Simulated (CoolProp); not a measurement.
A single-stage vapour-compression cycle with the fluid: evaporating at 302.15 K (dew point), condensing at 364.15 K (bubble point), superheat 5 K, subcooling 8 K, compressor efficiency 0.65, no pressure losses. The same conditions are run with several fluids, on thermodynamics alone (safety and materials aside).

Computed with CoolProp (reference Helmholtz-energy equation of state of each fluid (R245fa: Akasaka 2015; sulfur dioxide: Gao 2016; the fluoroketone C6F12O (FK-5-1-12): McLinden 2015; n-pentane: Thol 2019; n-perfluorohexane: Gao 2022)).

Q: Rank R245fa, sulfur dioxide, the fluoroketone C6F12O (FK-5-1-12), n-pentane, n-perfluorohexane by cooling COP, highest first.

A: sulfur dioxide (2.54), n-pentane (2.48), R245fa (2.38), n-perfluorohexane (1.79), the fluoroketone C6F12O (FK-5-1-12) (1.77)

| fluid | pressure ratio | discharge temperature (K) | refrigerating effect (kJ/kg) | volumetric capacity (kJ/m³) |
|---|---|---|---|---|
| R245fa | 5.99 | 373.1 | 118 | 1120 |
| sulfur dioxide | 5.14 | 477.7 | 277 | 3340 |
| the fluoroketone C6F12O (FK-5-1-12) | 7.47 | 364.1 | 37.0 | 226 |
| n-pentane | 6.09 | 367.2 | 238 | 552 |
| n-perfluorohexane | 8.04 | 364.1 | 37.0 | 176 |

The compression ends wet for: the fluoroketone C6F12O (FK-5-1-12); n-perfluorohexane.
